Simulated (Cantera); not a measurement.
A closed system holds: 1 mol MgCO₃, 1.6 mol C, 1.4 mol H₂, equilibrated at 10.0 mbar.

Equilibrium computed with Cantera from the NASA thermochemical tables; the gas is ideal and each condensed phase is pure. Candidate condensed phases: C, C₆H₆, C₇H₈, C₈H₁₈, H₂O, Mg, MgCO₃, MgO, Mg(OH)₂; 116 gas species. Kinetics and transport are ignored.

x: gas mole fraction; n: condensed amount in mol.

| T (°C) | x CO | x H₂ | x CO₂ | x H₂O | x CH₄ | x H | n C(graphite) | n MgO(s) |
|---|---|---|---|---|---|---|---|---|
| 352 | 0.0152 | 0.297 | 0.332 | 0.313 | 0.0426 | <1e-12 | 1.81 | 1.00 |
| 402 | 0.0521 | 0.391 | 0.329 | 0.206 | 0.0223 | <1e-12 | 1.72 | 1.00 |
| 452 | 0.141 | 0.443 | 0.286 | 0.120 | 0.0101 | <1e-12 | 1.55 | 1.00 |
| 502 | 0.292 | 0.450 | 0.194 | 0.0593 | 0.00415 | ___ | 1.27 | 1.00 |
| 552 | 0.450 | 0.432 | 0.0913 | 0.0246 | 0.00169 | ___ | 0.947 | 1.00 |
| 602 | 0.541 | 0.418 | 0.0314 | 0.00921 | 0.000763 | ___ | 0.730 | 1.00 |
| 652 | 0.573 | 0.413 | 0.00987 | 0.00352 | 0.000387 | ___ | 0.644 | 1.00 |
| 702 | 0.583 | 0.412 | 0.00327 | 0.00144 | 0.000213 | ___ | 0.615 | 1.00 |
| 752 | 0.586 | 0.412 | 0.00118 | 0.000640 | 0.000125 | ___ | 0.606 | 1.00 |
| 802 | 0.587 | 0.412 | 0.000469 | 0.000306 | 7.64e-5 | ___ | 0.602 | 1.00 |
| 852 | 0.588 | 0.412 | 0.000202 | 0.000156 | 4.89e-5 | ___ | 0.601 | 1.00 |
| 902 | 0.588 | 0.412 | 9.37e-5 | 8.39e-5 | 3.25e-5 | ___ | 0.600 | 1.00 |

**Question.** Fill in the missing entries.

**Answer.** 
- 502, x H: 6.65e-12
- 552, x H: 5.22e-11
- 602, x H: 3.24e-10
- 652, x H: 1.67e-9
- 702, x H: 7.34e-9
- 752, x H: 2.80e-8
- 802, x H: 9.42e-8
- 852, x H: 2.85e-7
- 902, x H: 7.87e-7
